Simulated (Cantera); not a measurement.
Cantera with NASA thermochemical tables; ideal gases at 1 bar, condensed phases pure. Values are per mole of reaction as written; species without (g) are pure solids or liquids, kept so even where they would boil at 1 bar.

### Question
Between 1475 and 2675 K, where is each reaction favourable under standard conditions?
- SiC2(g) + O(g) ⇌ SiO(g) + 2 C

### Answer
- SiC2(g) + O(g) ⇌ SiO(g) + 2 C: ΔG° is -695 kJ at 1475 K and -474 kJ at 2675 K; it stays negative (K > 1). ΔH° is -963 kJ and ΔS° -183 J/K at 2675 K.
